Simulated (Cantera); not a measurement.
**C₂H₆ + H₂O + H₂ + O₂ (carbon deposition, reforming and gasification)**

Input: 1 mol C₂H₆, 0.031 mol H₂O, 10 mol H₂, a varied amount of O₂, at 1877 °C and 1 atm.

These are equilibrium values from Cantera (NASA tables, ideal gas, pure condensed phases), not measurements of a reactor. Candidate condensed phases: C, C₆H₆, C₇H₈, C₈H₁₈, H₂O; 110 gas species. Equilibrium is a limit: real reactors are often held back by kinetics, nucleation or transport.

```json
[
 {"n(O₂) (mol)": "0.059", "x H₂": "0.982", "x CO": "0.0113", "x H₂O": "7.57e-7", "x H": "0.00415", "x CO₂": "1.70e-9", "x C₂H₂ (acetylene)": "0.00190", "x CH₄": "0.000287", "n C(graphite)": "1.80"},
 {"n(O₂) (mol)": "0.08", "x H₂": "0.979", "x CO": "0.0144", "x H₂O": "9.64e-7", "x H": "0.00415", "x CO₂": "2.78e-9", "x C₂H₂ (acetylene)": "0.00190", "x CH₄": "0.000285", "n C(graphite)": "1.75"},
 {"n(O₂) (mol)": "0.11", "x H₂": "0.975", "x CO": "0.0189", "x H₂O": "1.26e-6", "x H": "0.00414", "x CO₂": "4.75e-9", "x C₂H₂ (acetylene)": "0.00189", "x CH₄": "0.000283", "n C(graphite)": "1.69"},
 {"n(O₂) (mol)": "0.15", "x H₂": "0.969", "x CO": "0.0247", "x H₂O": "1.64e-6", "x H": "0.00412", "x CO₂": "8.16e-9", "x C₂H₂ (acetylene)": "0.00188", "x CH₄": "0.000279", "n C(graphite)": "1.61"},
 {"n(O₂) (mol)": "0.2", "x H₂": "0.962", "x CO": "0.0320", "x H₂O": "2.10e-6", "x H": "0.00411", "x CO₂": "1.36e-8", "x C₂H₂ (acetylene)": "0.00186", "x CH₄": "0.000275", "n C(graphite)": "1.51"},
 {"n(O₂) (mol)": "0.28", "x H₂": "0.950", "x CO": "0.0433", "x H₂O": "2.81e-6", "x H": "0.00408", "x CO₂": "2.50e-8", "x C₂H₂ (acetylene)": "0.00184", "x CH₄": "0.000269", "n C(graphite)": "1.35"},
 {"n(O₂) (mol)": "0.38", "x H₂": "0.937", "x CO": "0.0571", "x H₂O": "3.65e-6", "x H": "0.00406", "x CO₂": "4.36e-8", "x C₂H₂ (acetylene)": "0.00181", "x CH₄": "0.000261", "n C(graphite)": "1.15"},
 {"n(O₂) (mol)": "0.52", "x H₂": "0.918", "x CO": "0.0758", "x H₂O": "4.75e-6", "x H": "0.00401", "x CO₂": "7.67e-8", "x C₂H₂ (acetylene)": "0.00178", "x CH₄": "0.000251", "n C(graphite)": "0.875"},
 {"n(O₂) (mol)": "0.71", "x H₂": "0.894", "x CO": "0.100", "x H₂O": "6.10e-6", "x H": "0.00396", "x CO₂": "1.34e-7", "x C₂H₂ (acetylene)": "0.00173", "x CH₄": "0.000238", "n C(graphite)": "0.495"},
 {"n(O₂) (mol)": "0.97", "x H₂": "0.864", "x CO": "0.131", "x H₂O": "1.07e-5", "x H": "0.00389", "x CO₂": "3.17e-7", "x C₂H₂ (acetylene)": "0.000879", "x CH₄": "0.000161", "n C(graphite)": "0"},
 {"n(O₂) (mol)": "1.3", "x H₂": "0.823", "x CO": "0.132", "x H₂O": "0.0406", "x H": "0.00380", "x CO₂": "0.00127", "x C₂H₂ (acetylene)": "5.28e-11", "x CH₄": "3.66e-8", "n C(graphite)": "0"},
 {"n(O₂) (mol)": "1.8", "x H₂": "0.759", "x CO": "0.129", "x H₂O": "0.105", "x H": "0.00365", "x CO₂": "0.00349", "x C₂H₂ (acetylene)": "6.01e-12", "x CH₄": "1.10e-8", "n C(graphite)": "0"}
]
```
x: gas mole fraction; n: condensed amount in mol.

From 0.059 mol O₂ to 0.71 mol O₂ the condensed part is C(graphite). From 0.97 mol O₂ to 1.8 mol O₂ nothing is condensed. The main C-bearing gas is CO throughout.
